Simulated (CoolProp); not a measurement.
Fluorine along the isotherm -168.15 °C: Z from the reference equation and from simpler models built on Tc = -128.7 °C, pc = 52.40 bar, ω = 0.045; each cubic takes its own stable root.

Values from CoolProp's reference Helmholtz-energy equation of state, de Reuck 1990.

```csv
p (bar),phase,reference
0.632,gas,0.9892
1.44,gas,0.9750
3.28,gas,0.9417
7.46,liquid,0.02406
17,liquid,0.05464
38.6,liquid,0.1231
87.9,liquid,0.2761
200,liquid,0.6109
```

Question: How far does each simpler model (van der Waals, Redlich-Kwong) lie from the reference over these 8 states: mean and median of the absolute difference, and the worst?

Answer: 
- van der Waals: mean 477.7 %, median 40.1 %, worst +3648.5 % at -168.15 °C and 7.46 bar
- Redlich-Kwong: mean 0.6 %, median 0.6 %, worst +1.3 % at -168.15 °C and 7.46 bar

At some of these states van der Waals gives the other phase, because its saturation line lies elsewhere.
